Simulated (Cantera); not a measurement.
Cantera run:

```python
import numpy as np
import cantera as ct

gas_names = """
    Electron C C+ C- CH CH+ CH2 CH3 CH2OH CH3O CH4 CH3OH CO CO+ CO2 CO2+ COOH C2 C2+ C2- C2H CHCO,ketyl
    C2H2,acetylene C2H2,vinylidene CH2CO,ketene C2H3,vinyl CH3CO,acetyl C2H4 C2H4O,ethylen
    CH3CHO,ethanal CH3COOH (HCOOH)2 C2H5 C2H6 CH3OCH3 C2H5OH C2O C3 C3H3,propargyl C3H4,allene
    C3H4,propyne C3H4,cyclo- C3H5,allyl C3H6,propylene C3H6,cyclo- C3H6O C3H7,n-propyl C3H7,i-propyl
    C3H8 C3H8O,1propanol C3H8O,2propanol C3O2 C4 C4H2 C4H4,1,3-cyclo- C4H6,butadiene C4H6,2-butyne
    C4H6,cyclo- C4H8,1-butene C4H8,cis2-buten C4H8,tr2-butene C4H8,isobutene C4H8,cyclo- (CH3COOH)2
    C4H9,n-butyl C4H9,i-butyl C4H9,s-butyl C4H9,t-butyl C4H10,isobutane C4H10,n-butane C5 C5H6,1,3cyclo-
    C5H8,cyclo- C5H10,1-pentene C5H10,cyclo- C5H11,pentyl C5H11,t-pentyl C5H12,n-pentane C5H12,i-pentane
    CH3C(CH3)2CH3 C6H2 C6H5,phenyl C6H5O,phenoxy C6H6 C6H5OH,phenol C6H10,cyclo- C6H12,1-hexene
    C6H12,cyclo- C6H13,n-hexyl C7H7,benzyl C7H8 C7H8O,cresol C7H14,1-heptene C7H15,n-heptyl
    C7H16,n-heptane C8H8,styrene C8H10,ethylbenz C8H16,1-octene C8H17,n-octyl C8H18,isooctane
    C8H18,n-octane C9H19,n-nonyl C10H8,naphthale C10H21,n-decyl C12H9,o-bipheny C12H10,bipheny H H+ H-
    HCO HCO+ HO2 H2 H2+ H2- HCHO,formaldehy HCOOH H2O H2O+ H2O2 H3O+ O O+ O- OH OH+ OH- O2 O2+ O2- O3
""".split()
cond_names = """
    C(gr) C6H6(L) C7H8(L) C8H18(L),n-octa H2O(s) H2O(L)
""".split()


def load(file, names, dense=False):
    # The tables refer to 1 bar. Condensed volumes are neglected.
    table = {s.name: s for s in ct.Species.list_from_file(file)}
    out = []
    for n in names:
        d = dict(table[n].input_data)
        d["thermo"] = dict(d["thermo"], **{"reference-pressure": 1e5})
        if dense:
            d["equation-of-state"] = {"model": "constant-volume", "density": "1e6 g/cm^3"}
        out.append(ct.Species.from_dict(d))
    return out


gas = ct.Solution(thermo="ideal-gas", species=load("nasa_gas.yaml", gas_names))
cond = {s.name: ct.Solution(thermo="fixed-stoichiometry", species=[s], name=s.name)
        for s in load("nasa_condensed.yaml", cond_names, dense=True)}
atoms = {
    'C2H4': {'C': 2, 'H': 4},
    'H2O': {'H': 2, 'O': 1},
}
top_T = {'C(gr)': 4500}  # K; cautious upper limits of use, not melting points


def equilibrate(T, P, feed):
    n = {}
    for name, mol in feed.items():
        for a, k in atoms[name].items():
            n[a] = n.get(a, 0.0) + k * mol
    gas.TPX = T, P, n
    mass = sum(n.values()) * gas.mean_molecular_weight
    gas.equilibrate("TP")
    valid = [c for c in cond.values() if c.min_temp <= T <= top_T.get(c.name, c.max_temp)]
    mix = ct.Mixture([(gas, mass / gas.mean_molecular_weight)] + [(c, 0.0) for c in valid])
    mix.T, mix.P = T, P
    mix.equilibrate("TP", solver="vcs", rtol=1e-11, max_steps=5000)
    return mix


results = []
feed = {'C2H4': 1, 'H2O': 2.6}  # mol
P = 360  # Pa
for T in [2000, 2500, 3000, 3500, 4000, 4500, 5000]:
    mix = equilibrate(T, P, feed)
    results.append((T, P, feed, dict(zip(mix.species_names, mix.species_moles))))
    x = sorted(zip(gas.X, gas.species_names), reverse=True)
    print(f"T = {T:g} K  P = {P:g} Pa  gas = {mix.phase_moles(0):.4g} mol")
    print("   x: " + "  ".join(f"{s} {v:.3e}" for v, s in x if v > 0.001))
    print("   condensed (mol): " + ("  ".join(f"{mix.phase(i).name} {mix.phase_moles(i):.4g}"
          for i in range(1, mix.n_phases) if mix.phase_moles(i) > 1e-12) or "none"))
```

Result:

```
T = 2000 K  P = 360 Pa  gas = 6.671 mol
   x: H2 5.979e-01  CO 2.912e-01  H2O 8.104e-02  H 2.096e-02  CO2 8.611e-03
   condensed (mol): none
T = 2500 K  P = 360 Pa  gas = 7.681 mol
   x: H2 4.021e-01  H 2.657e-01  CO 2.543e-01  H2O 5.982e-02  OH 8.192e-03  CO2 6.103e-03  O 3.562e-03
   condensed (mol): none
T = 3000 K  P = 360 Pa  gas = 10.9 mol
   x: H 6.934e-01  CO 1.827e-01  H2 6.943e-02  O 4.385e-02  OH 7.166e-03  H2O 2.160e-03
   condensed (mol): none
T = 3500 K  P = 360 Pa  gas = 11.72 mol
   x: H 7.721e-01  CO 1.706e-01  O 5.039e-02  H2 6.154e-03
   condensed (mol): none
T = 4000 K  P = 360 Pa  gas = 11.79 mol
   x: H 7.785e-01  CO 1.695e-01  O 5.090e-02
   condensed (mol): none
T = 4500 K  P = 360 Pa  gas = 11.85 mol
   x: H 7.759e-01  CO 1.642e-01  O 5.513e-02  C 4.517e-03
   condensed (mol): none
T = 5000 K  P = 360 Pa  gas = 12.3 mol
   x: H 7.480e-01  CO 1.224e-01  O 8.906e-02  C 4.008e-02
   condensed (mol): none
```

Equilibrium computed with Cantera from the NASA thermochemical tables; the gas is ideal and each condensed phase is pure.
